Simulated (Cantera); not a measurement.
Cantera run, input and output.

```python
import numpy as np
import cantera as ct

gas = ct.Solution("gri30.yaml")
gas.TPX = 1675, 101325, {'CH4': 1, 'C2H6': 0.047, 'O2': 3.14, 'N2': 11.8}
reactor = ct.IdealGasReactor(gas, energy="on", clone=False)
net = ct.ReactorNet([reactor])
net.rtol, net.atol = 1e-08, 1e-16
show = ['CH4', 'C2H6', 'O2', 'NO2', 'H2O2']
times = np.geomspace(2e-06, 2, 12)

steps = ct.SolutionArray(gas, extra=["t"])
rows = []
print(f"{'t/s':>10s}{'T/K':>9s}{'P/Pa':>11s}" + "".join(f"{s:>11s}" for s in show))
for t in times:
    while net.time < t:
        t_next = net.step()
        steps.append(gas.state, t=t_next)
    rows.append([np.interp(t, steps.t, y) for y in (steps.T, steps.P, *steps(*show).X.T)])
    print(f"{t:10.3e}{rows[-1][0]:9.1f}{rows[-1][1]:11.4g}" + "".join(f"{x:11.3e}" for x in rows[-1][2:]))
rate = np.gradient(steps.T, steps.t)
print("integrator steps:", len(steps.t))
if steps.T.max() > steps.T[0] + 200:
    print(f"time of steepest temperature rise: {steps.t[rate.argmax()]:.4e} s")
gas.TPX = 1675, 101325, {'CH4': 1, 'C2H6': 0.047, 'O2': 3.14, 'N2': 11.8}
gas.equilibrate("UV")
print(f"equilibrium (UV): T = {gas.T:.1f} K  " + "  ".join(f"{s} {gas[s].X[0]:.3e}" for s in show))
```

It prints:

```
       t/s      T/K       P/Pa        CH4       C2H6         O2        NO2       H2O2
 2.000e-06   1674.5  1.013e+05  6.254e-02  2.893e-03  1.964e-01  3.416e-19  6.413e-09
 7.022e-06   1673.2  1.012e+05  6.250e-02  2.777e-03  1.963e-01  9.899e-17  7.215e-08
 2.466e-05   1671.5  1.012e+05  6.181e-02  2.395e-03  1.958e-01  3.511e-14  6.560e-07
 8.658e-05   2008.9  1.247e+05  2.461e-02  2.164e-04  1.531e-01  4.917e-10  1.037e-05
 3.040e-04   2832.7  1.773e+05  2.719e-16  4.417e-31  6.208e-02  1.976e-06  4.663e-07
 1.067e-03   2821.6  1.764e+05  2.759e-16  4.514e-31  5.778e-02  6.433e-06  4.449e-07
 3.748e-03   2816.4   1.76e+05  2.777e-16  4.557e-31  5.587e-02  8.334e-06  4.349e-07
 1.316e-02   2816.3   1.76e+05  2.777e-16  4.557e-31  5.584e-02  8.359e-06  4.347e-07
 4.620e-02   2816.3   1.76e+05  2.777e-16  4.557e-31  5.584e-02  8.359e-06  4.347e-07
 1.622e-01   2816.3   1.76e+05  2.777e-16  4.557e-31  5.584e-02  8.359e-06  4.347e-07
 5.696e-01   2816.3   1.76e+05  2.777e-16  4.557e-31  5.584e-02  8.359e-06  4.347e-07
 2.000e+00   2816.3   1.76e+05  2.777e-16  4.557e-31  5.584e-02  8.359e-06  4.347e-07
integrator steps: 1576
time of steepest temperature rise: 9.0396e-05 s
equilibrium (UV): T = 2816.3 K  CH4 3.865e-16  C2H6 8.747e-31  O2 5.584e-02  NO2 8.359e-06  H2O2 4.347e-07
```

Detailed kinetics in Cantera: GRI-Mech 3.0 (53 species, 325 reactions).
